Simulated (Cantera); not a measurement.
Input: 1 mol CuF₂, 0.025 mol HF, 0.38 mol N₂, held at 1652 °C and 310 Pa.

Method: chemical equilibrium by Gibbs-energy minimisation in Cantera with the NASA 1993 tables (ideal gas, pure condensed phases). Candidate condensed phases: Cu, CuF₂; 25 gas species. Equilibrium is a limit: real reactors are often held back by kinetics, nucleation or transport.

Base state: F 0.327, CuF 0.326, N₂ 0.182, CuF₂ 0.153, HF 0.0120, Cu 0.000230 (mole fractions); condensed: gas only.

**Question.** What changes in the equilibrium state with this change: pressure from 310 Pa to 0.130 Pa?

**Answer.** 
| species | before | after |
|---|---|---|
| F | 0.327 | 0.519 |
| Cu | 0.000230 | 0.176 |
| CuF | 0.326 | 0.167 |
| CuF₂ | 0.153 | 5.20e-5 |
| HF | 0.0120 | 0.00856 |
| N₂ | 0.182 | 0.130 |

**Question.** What changes in the equilibrium state with this change: pressure from 310 Pa to 3400 Pa?

**Answer.** 
```tsv
species	before	after
CuF₂	0.153	0.429
N₂	0.182	0.226
F	0.327	0.165
CuF	0.326	0.165
HF	0.0120	0.0149
Cu	0.000230	2.10e-5
```
